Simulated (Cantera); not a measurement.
## Pyrogenic steam for wet oxidation

An isothermal, constant-pressure homogeneous reactor starts with 20.6 % H₂, 14.7 % O₂, 64.7 % N₂, at 1375 K and 750 Torr.

Computed with Cantera and GRI-Mech 3.0 (53 species, 325 reactions). The temperature is held fixed by assumption; the heat of reaction is taken as removed at once.

```
t (s)         x H₂    x O₂     x NO   x H₂O₂    x HO₂
--------  --------  ------  -------  -------  -------
9.00e-6      0.206   0.147   <1e-12  1.25e-8  1.29e-6
2.76e-5     0.0360  0.0681  5.39e-6  5.81e-6  5.29e-5
8.49e-5    0.00621  0.0508  1.86e-5  4.82e-6  4.34e-5
0.000261  0.000630  0.0491  1.88e-5  1.40e-6  1.59e-5
0.000802   6.25e-5  0.0491  1.87e-5  3.30e-7  2.54e-6
0.00246    8.49e-6  0.0491  1.88e-5  8.38e-8  4.37e-7
0.00756    1.83e-6  0.0492  1.88e-5  2.47e-8  1.11e-7
0.0232     5.86e-7  0.0492  1.89e-5  8.95e-9  4.79e-8
0.0714     3.38e-7  0.0492  1.89e-5  5.14e-9  3.80e-8
0.219      3.19e-7  0.0492  1.89e-5  4.81e-9  3.74e-8
0.674      3.19e-7  0.0492  1.89e-5  4.81e-9  3.74e-8
2.07       3.19e-7  0.0492  1.89e-5  4.81e-9  3.74e-8
6.36       3.19e-7  0.0492  1.89e-5  4.81e-9  3.74e-8
19.5       3.19e-7  0.0492  1.89e-5  4.81e-9  3.74e-8
60.0       3.19e-7  0.0492  1.89e-5  4.81e-9  3.74e-8
```
x: mole fraction; the columns are a selection and need not sum to one.

Equilibrium at this temperature and pressure: H₂ 3.19e-7, O₂ 0.0490, NO 0.000292, H₂O₂ 4.80e-9, HO₂ 3.73e-8 (gas phase only).
